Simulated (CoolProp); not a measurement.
m-xylene along the isobar 101 kPa: fugacity coefficient from the reference equation and from simpler models built on Tc = 616.9 K, pc = 3535 kPa, ω = 0.326; each cubic takes its own stable root.

The numbers come from the reference Helmholtz-energy equation of state, Zhou 2012 in CoolProp.

```tsv
T (K)	phase	reference
370.4	liquid	0.2770
378	liquid	0.3565
385.7	liquid	0.4545
393.3	liquid	0.5710
401	liquid	0.7114
408.7	liquid	0.8770
416.3	gas	0.9602
424	gas	0.9628
431.7	gas	0.9652
439.3	gas	0.9673
447	gas	0.9693
454.6	gas	0.9711
462.3	gas	0.9727
470	gas	0.9743
477.6	gas	0.9756
485.3	gas	0.9770
```

Q: How far does each simpler model (van der Waals, Soave-Redlich-Kwong, Peng-Robinson) lie from the reference over these 16 states: mean and median of the absolute difference, and the worst?

A: 
- van der Waals: mean 42.0 %, median 1.7 %, worst +251.1 % at 370.4 K and 101 kPa
- Soave-Redlich-Kwong: mean 0.6 %, median 0.5 %, worst -2.0 % at 370.4 K and 101 kPa
- Peng-Robinson: mean 0.3 %, median 0.3 %, worst +0.5 % at 416.3 K and 101 kPa

At some of these states van der Waals gives the other phase, because its saturation line lies elsewhere.
